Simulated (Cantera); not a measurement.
Cantera run, input and output.

```python
import numpy as np
import cantera as ct

gas = ct.Solution("gri30.yaml")


def delay(T, t_max=10):
    gas.TPX = T, 100000, {'CO': 1, 'H2': 0.21, 'CH4': 1.3, 'O2': 4.22, 'N2': 15.9}
    reactor = ct.IdealGasReactor(gas, clone=False)
    net = ct.ReactorNet([reactor])
    net.rtol, net.atol = 1e-8, 1e-16
    while net.time < t_max:
        t_old, T_old = net.time, reactor.T
        net.step()
        if reactor.T > T + 400:  # ignition: a rise of 400 K
            return t_old + (T + 400 - T_old) / (reactor.T - T_old) * (net.time - t_old)
    return np.nan


taus = []
for T in [1198, 1298, 1398, 1498, 1598, 1698, 1798]:
    taus.append(delay(T))
    print(f"T0 = {T:6g} K   tau = {taus[-1]:.4e} s")
```

It prints:

```
T0 =   1198 K   tau = 8.2139e-03 s
T0 =   1298 K   tau = 2.8475e-03 s
T0 =   1398 K   tau = 1.0961e-03 s
T0 =   1498 K   tau = 4.8515e-04 s
T0 =   1598 K   tau = 2.4318e-04 s
T0 =   1698 K   tau = 1.3314e-04 s
T0 =   1798 K   tau = 7.7620e-05 s
```

Detailed kinetics in Cantera: GRI-Mech 3.0 (53 species, 325 reactions).
